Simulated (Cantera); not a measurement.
Source: NASA polynomial tables (part measured, part estimated), evaluated in Cantera. Values are per mole of reaction as written; species without (g) are pure solids or liquids, kept so even where they would boil at 1 bar.

5 TiO(g) → 2 Ti + Ti₃O₅

| T (K) | ΔH° (kJ) | ΔS° (J/K) | ΔG° (kJ) | log10 K | condensed phases |
|---|---|---|---|---|---|
| 950 | -2673.8 | -871.5 | -1845.9 | 101.50 | Ti(α), Ti₃O₅(s) |
| 1150 | ? | ? | ? | ? | Ti(α), Ti₃O₅(s) |
| 1350 | -2629.0 | -832.3 | -1505.5 | 58.25 | Ti(β), Ti₃O₅(s) |
| 1550 | ? | ? | ? | ? | Ti(β), Ti₃O₅(s) |
| 1750 | -2583.9 | -803.2 | -1178.4 | 35.17 | Ti(β), Ti₃O₅(s) |
| 1950 | ? | ? | ? | ? | Ti(l), Ti₃O₅(s) |
| 2150 | -2323.2 | -673.8 | -874.6 | 21.25 | Ti(l), Ti₃O₅(l) |

Question: What belongs in the gaps?

Answer: 
- 1150, ΔH° (kJ): -2654.8
- 1150, ΔS° (J/K): -853.4
- 1150, ΔG° (kJ): -1673.4
- 1150, log10 K: 76.01
- 1550, ΔH° (kJ): -2608.0
- 1550, ΔS° (J/K): -817.8
- 1550, ΔG° (kJ): -1340.5
- 1550, log10 K: 45.17
- 1950, ΔH° (kJ): -2527.4
- 1950, ΔS° (J/K): -773.4
- 1950, ΔG° (kJ): -1019.3
- 1950, log10 K: 27.30
